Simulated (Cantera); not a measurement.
A closed system holds: 1 mol Zr, 0.11 mol O2, 1.8 mol H2, at 1627 °C and 4.90 bar.

Method: chemical equilibrium by Gibbs-energy minimisation in Cantera with the NASA 1993 tables (ideal gas, pure condensed phases). Candidate condensed phases: H2O, Zr, ZrO2; 12 gas species. Mutual solubility and eutectic melting of coexisting phases are not modelled. Condensed phases not in the tables: N, O or C dissolved in the metal. Rates play no part.

### Question
What is the equilibrium state?

### Answer
| Item | Value |
|---|---|
| x(H2) | 1.000 |
| x(H) | 0.000358 |
| n(Zr(β)) | 0.890 mol |
| n(ZrO2(tetragonal)) | 0.110 mol |
| gas amount | 1.800 mol |
